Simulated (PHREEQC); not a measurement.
Alkaline etch or developer

Make-up at 25 °C: 19 mmol/kgw KOH and 2.9 mmol/kgw CO2. Closed to the air; pH follows from the charge balance.

Model: ion-association model, phreeqc.dat, run in PHREEQC.

Each row changes one thing in this solution. No solid was allowed to form.

```
case                                              pH  ionic strength (mol/kgw)  HCO3- (mol/kgw)
----------------------------------------  ----------  ------------------------  ---------------
as made                                        12.05                    0.0219          3.58e-5
KOH left out                              (withheld)                   3.59e-5          3.59e-5
0.0026 mol/kgw H2SO4 added                     11.83                    0.0241          5.78e-5
KOH from 0.019 to 0.0285 mol/kgw               12.28                (withheld)       (withheld)
CO2 from 0.0029 to 0.0145 mol/kgw               9.79                    0.0234           0.0101
CO2 from 0.0029 to 0.00029 mol/kgw             12.20                    0.0193          2.61e-6
KOH replaced by KBr at the same molality        4.44                    0.0190          4.04e-5
temperature from 25 to 15 °C                   12.40                    0.0219          2.04e-5
```

**Question.** What belongs in the gaps?

**Answer.** 
- KOH left out, pH: 4.45
- KOH from 0.019 to 0.0285 mol/kgw, ionic strength (mol/kgw): 0.0314
- KOH from 0.019 to 0.0285 mol/kgw, HCO3- (mol/kgw): 2.02e-5
